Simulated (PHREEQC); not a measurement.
Consider water at 25 °C with 0.29 mol HCl, 0.00026 mol ZnSO4 and 7.1e-05 mol MgCl2 per kg of water. It is in equilibrium with CO2 at log p = -2 (atm). Otherwise closed; pH follows from the charge balance.

All values are PHREEQC results (ion-association model, phreeqc.dat), not measurements.

The ionic strength comes out as 0.291 mol/kgw. What activity coefficients do SO4-2, ZnCl3-, HSO4-, H+, Zn+2 get?

SO4-2 0.25, ZnCl3- 0.69, HSO4- 0.73, H+ 0.78, Zn+2 0.26.

Precipitation was switched off in this run.
